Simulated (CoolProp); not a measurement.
Vapour-liquid equilibrium of n-hexane (1) + n-decane (2) at 0.042 MPa; x and y are mole fractions of (1).

The numbers come from the multi-fluid Helmholtz-energy mixture model, Thol 2019 and Lemmon 2006; pair parameters Kunz 2012 in CoolProp.

Give the bubble temperature and the first vapour's composition at x = 0.35, 0.5, 0.65. Is there an azeotrope?

x = 0.35: 74.5 °C, y = 0.949; x = 0.5: 63.2 °C, y = 0.978; x = 0.65: 55.3 °C, y = 0.990. No azeotrope shows between x = 0.05 and 0.95.

The pair parameters rest on a limited set of measurements; away from them the model extrapolates.
